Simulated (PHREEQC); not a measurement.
Dissolve 0.1 mmol/kgw H2SiF6 at 20 °C. Closed to the air; pH follows from the charge balance.

Model: ion-association model, phreeqc.dat, run in PHREEQC.

```json
{
  "pH": "3.41",
  "ionic_strength": "0.000395 mol/kgw",
  "specific_conductance": "139 µS/cm",
  "total_alkalinity": "-0.600 meq/kg"
}
```

```
species  molality  activity   log γ
-------  --------  --------  ------
H+       0.000395  0.000387  -0.009
F-       0.000395  0.000386  -0.010
HF       0.000205  0.000205   0.000
H4SiO4    1.00e-4   1.00e-4   0.000
HF2-      2.97e-7   2.91e-7  -0.010
SiF6-2    1.95e-8   1.78e-8  -0.039
```

Precipitation was switched off in this run. Saturation is exceeded, for instance for Quartz (slow to form); the values hold only as long as no solid forms. Complexes and solids missing from the database can't appear. SiF6-2 is the database's only silicon fluoride.
